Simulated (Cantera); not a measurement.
A closed system holds: 1 mol Na₂CO₃, 5 mol SO₃, 5.8 mol H₂O, 1.8 mol O₂, equilibrated at 1673.15 K and 1.00 bar.

Method: chemical equilibrium by Gibbs-energy minimisation in Cantera with the NASA 1993 tables (ideal gas, pure condensed phases). Candidate condensed phases: C, C₆H₆, C₇H₈, C₈H₁₈, H₂O, H₂SO₄, Na, NaOH, NaO₂, Na₂CO₃, Na₂O, Na₂O₂, Na₂S, Na₂SO₄, S; 131 gas species. Condensed phases not in the tables: pyrosulfates. The numbers say what is thermodynamically allowed, not how fast it happens.

Base state: H₂O 0.397, SO₂ 0.272, O₂ 0.259, CO₂ 0.0685, SO₃ 0.00235, OH 0.000635, Na₂SO₄ 0.000308, NaOH 0.000288 (mole fractions); condensed: Na₂SO₄(l).

Problem. What changes in the equilibrium state with this change: pressure from 1.00 bar to 13.3 mbar?

Solution. 
```csv
species,before,after
H₂O,0.397,0.317
SO₂,0.272,0.275
O₂,0.259,0.249
NaOH,0.000288,0.0558
Na₂SO₄,0.000308,0.0221
Na,3.40e-6,0.0189
CO₂,0.0685,0.0595
NaO,3.66e-7,0.000231
SO,2.30e-6,2.05e-5
SO₃,0.00235,0.000269
O,1.70e-5,0.000145
"Na₂SO₄(l), mol",0.993,0
```
